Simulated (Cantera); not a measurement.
Feed: 1 mol Si, 2.5 mol Cl₂, a varied amount of H₂, equilibrated at 873 K and 1.00 bar.

These are equilibrium values from Cantera (NASA tables, ideal gas, pure condensed phases), not measurements of a reactor. Candidate condensed phases: Si; 19 gas species. Kinetics and transport are ignored.

Question: At 0.31 mol H₂, list the 4 most abundant gas species with their mole fractions, and the condensed phases.

Answer: SiCl₄ 0.552, HCl 0.343, Cl₂ 0.105, Cl 1.44e-5. Condensed: gas only.
